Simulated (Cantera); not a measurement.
Input: 1 mol Cr₂O₃, 2.6 mol H₂, 0.61 mol N₂, held at 1625 K and 10.0 mbar.

Cantera equilibrium calculation (NASA polynomials, part measured and part estimated; ideal gas, pure solids and liquids). Candidate condensed phases: Cr, CrN, Cr₂N, Cr₂O₃, H₂O; 29 gas species. Mutual solubility and eutectic melting of coexisting phases are not modelled. Kinetics and transport are ignored.

Base state: H₂ 0.807, N₂ 0.190, H₂O 0.00215, H 0.000634, Cr 0.000600 (mole fractions); condensed: Cr(s) + Cr₂O₃(s).

**Question.** What changes in the equilibrium state with this change: temperature from 1625 K to 2000 K?

**Answer.** 
```json
[
 {"species": "H₂", "before": "0.807", "after": "0.746"},
 {"species": "N₂", "before": "0.190", "after": "0.184"},
 {"species": "H₂O", "before": "0.00215", "after": "0.0333"},
 {"species": "Cr", "before": "0.000600", "after": "0.0220"},
 {"species": "H", "before": "0.000634", "after": "0.0140"},
 {"species": "CrO₂", "before": "<1e-9", "after": "1.07e-5"},
 {"species": "CrO", "before": "6.34e-7", "after": "0.000664"},
 {"species": "OH", "before": "7.10e-8", "after": "6.26e-5"},
 {"species": "Cr(s), mol", "before": "0.00267", "after": "0"},
 {"species": "Cr₂O₃(s), mol", "before": "0.998", "after": "0.962"}
]
```
